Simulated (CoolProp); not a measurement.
The fluid at 293.15 K and 0.00442 MPa is throttled through a valve to 0.000689 MPa with no heat exchange. The same conditions are run with several fluids, on thermodynamics alone (safety and materials aside).

Values from CoolProp's reference Helmholtz-energy equation of state of each fluid (dimethyl carbonate: Zhou 2011; R365MFC: Lemmon 2016; R227EA: Lemmon 2016; R1132(E): Akasaka 2024; tetrahydrofuran: Fiedler 2023).

```csv
fluid,temperature change (K),final density (kg/m³)
dimethyl carbonate,-0.2,…
R365MFC,-0.1,0.0419
R227EA,-0.1,0.0481
R1132(E),-0.1,…
tetrahydrofuran,-0.1,…
```

Q: Some entries are withheld; supply them.

A: 
- dimethyl carbonate, final density (kg/m³): 0.0255
- R1132(E), final density (kg/m³): 0.0181
- tetrahydrofuran, final density (kg/m³): 0.0204
